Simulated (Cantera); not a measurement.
**Premixed flame**

A freely propagating, adiabatic, planar premixed flame of H₂ : O₂ : N₂ = 1 : 0.25 : 0.94 (molar parts), unburnt at 600 K and 1.00 atm; mixture-averaged transport, grid criteria slope 0.08 and curve 0.16, no radiation.

Model: the H2/O2 subset of GRI-Mech 3.0, which has no nitrogen chemistry, integrated in Cantera. Burning velocities carry a grid error of a few per cent, more on coarse grids.

```json
[
 {"z (mm)": "-1.34", "T (K)": "600", "u (m/s)": "9.05", "x H₂": "0.457", "x O₂": "0.114", "x H₂O": "<1e-8", "x H₂O₂": "<1e-8", "x OH": "<1e-8", "x HO₂": "<1e-8"},
 {"z (mm)": "-0.894", "T (K)": "600", "u (m/s)": "9.05", "x H₂": "0.457", "x O₂": "0.114", "x H₂O": "<1e-8", "x H₂O₂": "<1e-8", "x OH": "<1e-8", "x HO₂": "<1e-8"},
 {"z (mm)": "-0.670", "T (K)": "600", "u (m/s)": "9.05", "x H₂": "0.457", "x O₂": "0.114", "x H₂O": "<1e-8", "x H₂O₂": "<1e-8", "x OH": "<1e-8", "x HO₂": "<1e-8"},
 {"z (mm)": "-0.447", "T (K)": "600", "u (m/s)": "9.05", "x H₂": "0.457", "x O₂": "0.114", "x H₂O": "1.22e-7", "x H₂O₂": "<1e-8", "x OH": "<1e-8", "x HO₂": "8.12e-7"},
 {"z (mm)": "-0.223", "T (K)": "621", "u (m/s)": "9.33", "x H₂": "0.453", "x O₂": "0.114", "x H₂O": "0.000990", "x H₂O₂": "3.05e-6", "x OH": "7.12e-5", "x HO₂": "0.000232"},
 {"z (mm)": "-0.112", "T (K)": "823", "u (m/s)": "12.1", "x H₂": "0.423", "x O₂": "0.108", "x H₂O": "0.0186", "x H₂O₂": "7.95e-6", "x OH": "0.000596", "x HO₂": "0.000159"},
 {"z (mm)": "0", "T (K)": "1225", "u (m/s)": "17.5", "x H₂": "0.320", "x O₂": "0.0708", "x H₂O": "0.0999", "x H₂O₂": "1.96e-6", "x OH": "0.00229", "x HO₂": "6.69e-5"},
 {"z (mm)": "0.112", "T (K)": "1506", "u (m/s)": "21.3", "x H₂": "0.225", "x O₂": "0.0177", "x H₂O": "0.202", "x H₂O₂": "1.05e-6", "x OH": "0.00439", "x HO₂": "1.63e-5"},
 {"z (mm)": "0.223", "T (K)": "1626", "u (m/s)": "22.9", "x H₂": "0.205", "x O₂": "0.00346", "x H₂O": "0.231", "x H₂O₂": "6.50e-7", "x OH": "0.00486", "x HO₂": "3.07e-6"},
 {"z (mm)": "0.447", "T (K)": "1743", "u (m/s)": "24.3", "x H₂": "0.209", "x O₂": "0.000897", "x H₂O": "0.238", "x H₂O₂": "4.17e-7", "x OH": "0.00533", "x HO₂": "7.88e-7"},
 {"z (mm)": "0.894", "T (K)": "1864", "u (m/s)": "25.8", "x H₂": "0.219", "x O₂": "0.000598", "x H₂O": "0.241", "x H₂O₂": "2.42e-7", "x OH": "0.00545", "x HO₂": "5.14e-7"},
 {"z (mm)": "1.79", "T (K)": "1983", "u (m/s)": "27.2", "x H₂": "0.229", "x O₂": "0.000369", "x H₂O": "0.245", "x H₂O₂": "1.28e-7", "x OH": "0.00504", "x HO₂": "3.24e-7"},
 {"z (mm)": "3.58", "T (K)": "2087", "u (m/s)": "28.4", "x H₂": "0.237", "x O₂": "0.000195", "x H₂O": "0.248", "x H₂O₂": "6.57e-8", "x OH": "0.00416", "x HO₂": "1.86e-7"}
]
```
x: mole fraction of selected species; z is measured from the peak of heat release.

```yaml
laminar_burning_velocity: 905 cm/s
thermal_thickness: 0.447 mm
peak x(H₂O₂): 8.61e-6
peak x(OH): 0.00547
peak x(HO₂): 0.000255
grid_points: 138
```
